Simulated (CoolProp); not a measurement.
The numbers come from the reference Helmholtz-energy equation of state, Akasaka 2023 in CoolProp.

Task: For R1224YDZ, give the phase and the cp (kJ/(kg K)), cv (kJ/(kg K)), speed of sound (m/s), isothermal compressibility (1/MPa) at 99.65 °C and 3.93 MPa; 137.25 °C and 3.93 MPa; 149.85 °C and 3.93 MPa.

Result: 
- 99.65 °C and 3.93 MPa: liquid; cp 1.32, cv 0.915, speed of sound 382, isothermal compressibility 0.00867
- 137.25 °C and 3.93 MPa: liquid; cp 1.54, cv 0.972, speed of sound 239, isothermal compressibility 0.0286
- 149.85 °C and 3.93 MPa: liquid; cp 1.77, cv 0.999, speed of sound 180, isothermal compressibility 0.0622
